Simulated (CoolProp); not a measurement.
Computed with CoolProp (reference Helmholtz-energy equation of state, Thol 2012).

Problem. For benzene, give the phase and the cp (kJ/(kg K)), speed of sound (m/s), Prandtl number at 501.6 K and 101 kPa; 518.5 K and 101 kPa.

Solution. 
- 501.6 K and 101 kPa: gas; cp 1.80, speed of sound 236, Prandtl number 0.747
- 518.5 K and 101 kPa: gas; cp 1.85, speed of sound 240, Prandtl number 0.747

Viscosity comes from a separate model (Avgeri 2014). Thermal conductivity comes from a separate model (Assael 2012).
